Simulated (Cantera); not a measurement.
A closed system holds: 1 mol Si3N4, 0.47 mol O2, a varied amount of H2, at 0.0133 bar.

Cantera equilibrium calculation (NASA polynomials, part measured and part estimated; ideal gas, pure solids and liquids). Candidate condensed phases: H2O, Si, SiO2, Si2N2O, Si3N4; 35 gas species. Mutual solubility and eutectic melting of coexisting phases are not modelled. The numbers say what is thermodynamically allowed, not how fast it happens.

Stable condensed phases, one row left out:

```
T in K \ n(H2) in mol
          39  44  50  57  64  73  83  94 110 120 140 160 180
   1750    A   A   A   A   A   A   A   A   A   A   A   A   A
   1725    A   A   A   A   A   A   A   A   A   A   A   A   A
   1700    B   B   B   A   A   A   A   A   A   A   A   A   A
   1675    B   B   B   B   B   B   B   A   A   A   A   A   A
   1650    B   B   B   B   B   B   B   B   B   B   B   A   A
   1625    B   B   B   B   B   B   B   B   B   B   B   B   B
   1575    C   C   C   C   C   C   B   B   B   B   B   B   B
   1550    C   C   C   C   C   C   C   C   C   B   B   B   B
   1525    D   D   D   C   C   C   C   C   C   C   C   C   C
   1500    D   D   D   D   D   D   D   C   C   C   C   C   C
```

A: Si; B: Si + Si2N2O; C: Si + Si2N2O + Si3N4; D: Si2N2O + Si3N4.

Question: Give the row for 1600 K.

Answer: 39: Si + Si2N2O + Si3N4; 44: Si + Si2N2O + Si3N4; 50: Si + Si2N2O; 57: Si + Si2N2O; 64: Si + Si2N2O; 73: Si + Si2N2O; 83: Si + Si2N2O; 94: Si + Si2N2O; 110: Si + Si2N2O; 120: Si + Si2N2O; 140: Si + Si2N2O; 160: Si + Si2N2O; 180: Si + Si2N2O.
